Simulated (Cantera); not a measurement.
An adiabatic, constant-volume homogeneous reactor starts with CH₄ : CO : O₂ : N₂ : H₂O = 1 : 0.95 : 1.65 : 6.2 : 0.53 (molar parts), at 1375 K and 0.330 bar. Integrator tolerance rtol = 1e-08.

Model: GRI-Mech 3.0 (53 species, 325 reactions), integrated in Cantera.

Question: What does this change do: pressure from 0.330 bar to 0.290 bar?

Answer: 
```csv
quantity,before,after
time of steepest temperature rise,14.9 ms,16.1 ms
temperature at 2.00 s,2740 K,2730 K
equilibrium temperature,2740 K,2730 K
x(CH₄) at 2.00 s,<1e-12 (gas-phase equilibrium <1e-12),<1e-12 (gas-phase equilibrium <1e-12)
x(CO) at 2.00 s,0.119 (gas-phase equilibrium 0.119),0.119 (gas-phase equilibrium 0.119)
x(O₂) at 2.00 s,0.00494 (gas-phase equilibrium 0.00494),0.00511 (gas-phase equilibrium 0.00511)
x(C₂H₂) at 2.00 s,<1e-12 (gas-phase equilibrium <1e-12),<1e-12 (gas-phase equilibrium <1e-12)
x(H₂O₂) at 2.00 s,1.10e-7 (gas-phase equilibrium 1.10e-7),1.02e-7 (gas-phase equilibrium 1.02e-7)
x(HO₂) at 2.00 s,1.78e-6 (gas-phase equilibrium 1.78e-6),1.73e-6 (gas-phase equilibrium 1.73e-6)
x(N₂O) at 2.00 s,1.73e-7 (gas-phase equilibrium 1.73e-7),1.62e-7 (gas-phase equilibrium 1.62e-7)
```

Question: What does this change do: constant pressure in place of constant volume?

Answer: 
| quantity | before | after |
|---|---|---|
| time of steepest temperature rise | 14.9 ms | 15.9 ms |
| temperature at 2.00 s | 2740 K | 2573 K |
| equilibrium temperature | 2740 K | 2573 K |
| x(CH₄) at 2.00 s | <1e-12 (gas-phase equilibrium <1e-12) | <1e-12 (gas-phase equilibrium <1e-12) |
| x(CO) at 2.00 s | 0.119 (gas-phase equilibrium 0.119) | 0.114 (gas-phase equilibrium 0.114) |
| x(O₂) at 2.00 s | 0.00494 (gas-phase equilibrium 0.00494) | 0.00292 (gas-phase equilibrium 0.00292) |
| x(C₂H₂) at 2.00 s | <1e-12 (gas-phase equilibrium <1e-12) | <1e-12 (gas-phase equilibrium <1e-12) |
| x(H₂O₂) at 2.00 s | 1.10e-7 (gas-phase equilibrium 1.10e-7) | 4.42e-8 (gas-phase equilibrium 4.42e-8) |
| x(HO₂) at 2.00 s | 1.78e-6 (gas-phase equilibrium 1.78e-6) | 6.95e-7 (gas-phase equilibrium 6.95e-7) |
| x(N₂O) at 2.00 s | 1.73e-7 (gas-phase equilibrium 1.73e-7) | 7.11e-8 (gas-phase equilibrium 7.11e-8) |
